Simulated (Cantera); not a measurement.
Input: 1 mol C2H2, 0.26 mol H2O, held at 12.0 Pa.

Method: chemical equilibrium by Gibbs-energy minimisation in Cantera with the NASA 1993 tables (ideal gas, pure condensed phases). Candidate condensed phases: C, C6H6, C7H8, C8H18, H2O; 110 gas species. Equilibrium is a limit: real reactors are often held back by kinetics, nucleation or transport.

At 2298 K, list the 4 most abundant gas species with their mole fractions, and the condensed phases.

H 0.519, H2 0.352, CO 0.127, C2H2 (acetylene) 0.00151. Condensed: C(graphite).
